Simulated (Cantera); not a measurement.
**Equilibrium for iron carbonyl, mercury and lead vapours: PbO + CO + N2**

Feed: 1 mol PbO, 0.037 mol CO, 0.17 mol N2, held at 1325 K and 5030 Torr.

These are equilibrium values from Cantera (NASA tables, ideal gas, pure condensed phases), not measurements of a reactor. Candidate condensed phases: C, Pb, PbO, PbO2, Pb3O4; 27 gas species. Each liquid is taken as pure. Mutual solubility and eutectic melting of coexisting phases are not modelled. Gases not in the tables: (PbO)n polymers. Rates play no part.

```
Property                                    Result
--------------------------------------  ----------
x(N2)                                        0.821
x(CO2)                                       0.178
x(Pb)                                     0.000538
x(CO)                                     0.000180
x(PbO)                                    0.000103
n(Pb(l))                                0.0369 mol
n(PbO(l))                                0.963 mol
gas amount                              0.2071 mol
log10 activity of C(graphite) (absent)       -8.33
```
